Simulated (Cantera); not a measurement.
Feed: 1 mol CF₄, 0.47 mol HCl, 8.4 mol H₂, at 850 K and 7.60 mbar.

Equilibrium computed with Cantera from the NASA thermochemical tables; the gas is ideal and each condensed phase is pure. Rates play no part.

```csv
species,before,after
HF,0.369,0.502
H₂,0.586,0.438
HCl,0.0433,0.0590
CH₄,0.00163,0.000906
"C(graphite), mol",0.982,0.993
```
Gas species are given as mole fractions.

Q: Name the change that produced these shifts.
A) H₂ from 8.4 to 5.5 mol
B) pressure from 7.60 mbar to 35.0 mbar
C) temperature from 850 K to 2825 K
D) pressure from 7.60 mbar to 0.350 bar

A: A, H₂ from 8.4 to 5.5 mol
